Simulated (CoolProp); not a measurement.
Vapour-liquid equilibrium of propylene (1) + propane (2) at 299.2 K; x and y are mole fractions of (1).

Model: multi-fluid Helmholtz-energy mixture model, Lemmon 2013 and Lemmon 2009; pair parameters Bell 2016, in CoolProp.

Give the bubble pressure and the first vapour's composition at x = 0.25, 0.55, 0.85. Is there an azeotrope?

x = 0.25: 1046 kPa, y = 0.286; x = 0.55: 1113 kPa, y = 0.585; x = 0.85: 1165 kPa, y = 0.863. No azeotrope shows between x = 0.05 and 0.95.

The pair parameters rest on a limited set of measurements; away from them the model extrapolates.
